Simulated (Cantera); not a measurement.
A perfectly stirred reactor is fed with N₂O = 1 (molar parts), at 8800 Pa; it is held at 1525 K, and followed from long to short residence time.

Model: GRI-Mech 3.0 (53 species, 325 reactions), integrated in Cantera. GRI-Mech 3.0 was tuned for natural gas; its chemistry of N2O as a main component is partial and can be far from experiment. The temperature is held fixed by assumption; the heat of reaction is taken as removed at once.

Q: What does this change do: pressure from 8800 Pa to 2700 Pa?

A: 
| quantity | before | after |
|---|---|---|
| x(N₂O) at τ = 0.300 s | 0.252 | 0.518 |
| x(NO) at τ = 0.300 s | 0.127 | 0.0836 |
| x(O) at τ = 0.300 s | 8.68e-5 | 9.04e-5 |
| x(O₂) at τ = 0.300 s | 0.185 | 0.119 |
| x(NO₂) at τ = 0.300 s | 8.43e-5 | 1.97e-5 |
| x(N₂O) at τ = 25.0 ms | 0.799 | 0.928 |
| x(NO) at τ = 25.0 ms | 0.0349 | 0.0125 |
| x(O) at τ = 25.0 ms | 9.01e-5 | 9.05e-5 |
| x(O₂) at τ = 25.0 ms | 0.0495 | 0.0177 |
| x(NO₂) at τ = 25.0 ms | 1.76e-5 | 1.51e-6 |
Radical loss at walls, strong at low pressure, is not modelled.

Q: What does this change do: temperature 1525 to 1200 K?

A: 
```json
[
 {"quantity": "x(N₂O) at τ = 0.300 s", "before": "0.252", "after": "0.976"},
 {"quantity": "x(NO) at τ = 0.300 s", "before": "0.127", "after": "0.00166"},
 {"quantity": "x(O) at τ = 0.300 s", "before": "8.68e-5", "after": "1.82e-6"},
 {"quantity": "x(O₂) at τ = 0.300 s", "before": "0.185", "after": "0.00708"},
 {"quantity": "x(NO₂) at τ = 0.300 s", "before": "8.43e-5", "after": "1.11e-6"},
 {"quantity": "x(N₂O) at τ = 25.0 ms", "before": "0.799", "after": "0.998"},
 {"quantity": "x(NO) at τ = 25.0 ms", "before": "0.0349", "after": "0.000141"},
 {"quantity": "x(O) at τ = 25.0 ms", "before": "9.01e-5", "after": "1.82e-6"},
 {"quantity": "x(O₂) at τ = 25.0 ms", "before": "0.0495", "after": "0.000602"},
 {"quantity": "x(NO₂) at τ = 25.0 ms", "before": "1.76e-5", "after": "2.05e-8"}
]
```
The mechanism lacks the step 2 NO + O2 → 2 NO2, which can matter for NO2 below about 1400 K.
